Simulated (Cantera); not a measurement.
A perfectly stirred reactor is fed with H2 : O2 : N2 : H2O = 1 : 0.294 : 2.94 : 0.33 (molar parts), equivalence ratio 1.7, at 1.00 bar; it is adiabatic with a 400 K inlet, and is followed from long to short residence time, starting on the burning branch (τ in s: 0.039, 0.017, 0.0073, 0.0032, 0.0014, 0.0006, 0.00026, 0.00011, 4.9e-05, 2.1e-05, 9.1e-06, 4e-06).

Cantera simulation using the H2/O2 subset of GRI-Mech 3.0, which has no nitrogen chemistry; the numbers are that mechanism's predictions, not measurements.

**Question.** What does this change do: O2 0.294 to 0.42 parts?

**Answer.** 
```
quantity                                                                        before                                after
------------------------------------------------  ------------------------------------  -----------------------------------
blow-out, bracketed by the residence times tried  burning at 0.260 ms, out at 0.110 ms  burning at 0.110 ms, out at 49.0 µs
x(H2) at τ = 39.0 ms                                                            0.0955                               0.0373
x(O2) at τ = 39.0 ms                                                          0.000171                             0.000279
x(H2O) at τ = 39.0 ms                                                            0.214                                0.272
x(HO2) at τ = 39.0 ms                                                          1.89e-7                              2.53e-7
x(H) at τ = 39.0 ms                                                            0.00245                              0.00238
x(H2) at τ = 0.260 ms                                                           0.0987                               0.0449
x(O2) at τ = 0.260 ms                                                          0.00560                              0.00760
x(H2O) at τ = 0.260 ms                                                           0.200                                0.248
x(HO2) at τ = 0.260 ms                                                         7.82e-6                              7.81e-6
x(H) at τ = 0.260 ms                                                            0.0164                               0.0209
```

**Question.** What does this change do: pressure from 1.00 bar to 0.410 bar?

**Answer.** 
```tsv
quantity	before	after
blow-out, bracketed by the residence times tried	burning at 0.260 ms, out at 0.110 ms	burning at 0.600 ms, out at 0.260 ms
x(H2) at τ = 39.0 ms	0.0955	0.0936
x(O2) at τ = 39.0 ms	0.000171	0.000212
x(H2O) at τ = 39.0 ms	0.214	0.214
x(HO2) at τ = 39.0 ms	1.89e-7	1.01e-7
x(H) at τ = 39.0 ms	0.00245	0.00614
x(H2) at τ = 0.260 ms	0.0987	0.219
x(O2) at τ = 0.260 ms	0.00560	0.0644
x(H2O) at τ = 0.260 ms	0.200	0.0723
x(HO2) at τ = 0.260 ms	7.82e-6	<1e-12
x(H) at τ = 0.260 ms	0.0164	<1e-12
```

**Question.** What does this change do: inlet temperature 400 to 775 K?

**Answer.** 
| quantity | before | after |
|---|---|---|
| blow-out, bracketed by the residence times tried | burning at 0.260 ms, out at 0.110 ms | burning at 49.0 µs, out at 21.0 µs |
| x(H2) at τ = 39.0 ms | 0.0955 | 0.0950 |
| x(O2) at τ = 39.0 ms | 0.000171 | 7.45e-5 |
| x(H2O) at τ = 39.0 ms | 0.214 | 0.214 |
| x(HO2) at τ = 39.0 ms | 1.89e-7 | 5.50e-8 |
| x(H) at τ = 39.0 ms | 0.00245 | 0.00321 |
| x(H2) at τ = 0.260 ms | 0.0987 | 0.0875 |
| x(O2) at τ = 0.260 ms | 0.00560 | 0.00236 |
| x(H2O) at τ = 0.260 ms | 0.200 | 0.204 |
| x(HO2) at τ = 0.260 ms | 7.82e-6 | 2.12e-6 |
| x(H) at τ = 0.260 ms | 0.0164 | 0.0274 |
